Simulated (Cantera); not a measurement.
Feed: 1 mol PbO, 11 mol N2, held at 1525 K and 240 Torr.

These are equilibrium values from Cantera (NASA tables, ideal gas, pure condensed phases), not measurements of a reactor. Candidate condensed phases: Pb, PbO, PbO2, Pb3O4; 12 gas species. Gases not in the tables: (PbO)n polymers. Equilibrium is a limit: real reactors are often held back by kinetics, nucleation or transport.

Base state: N2 0.952, PbO 0.0377, Pb 0.00678, O2 0.00330, NO 0.000190 (mole fractions); condensed: PbO(l).

Problem. What changes in the equilibrium state with this change: temperature from 1525 K to 773.15 K?

Solution. 
| species | before | after |
|---|---|---|
| N2 | 0.952 | 1.00 |
| PbO | 0.0377 | <1e-9 |
| Pb | 0.00678 | <1e-9 |
| O2 | 0.00330 | <1e-9 |
| NO | 0.000190 | <1e-9 |
| PbO(l), mol | 0.486 | 0 |
| PbO(yellow), mol | 0 | 1.00 |

Problem. What changes in the equilibrium state with this change: PbO replaced by Fe(CO)5?

Solution. 
```csv
species,before,after
N2,0.952,0.688
CO,0,0.312
CO2,0,1.67e-5
PbO,0.0377,0
Pb,0.00678,0
O2,0.00330,<1e-9
"PbO(l), mol",0.486,0
"Fe(γ), mol",0,1.000
```
Further candidate phases: C, Fe, Fe(CO)5, FeO, Fe2O3, Fe3O4.
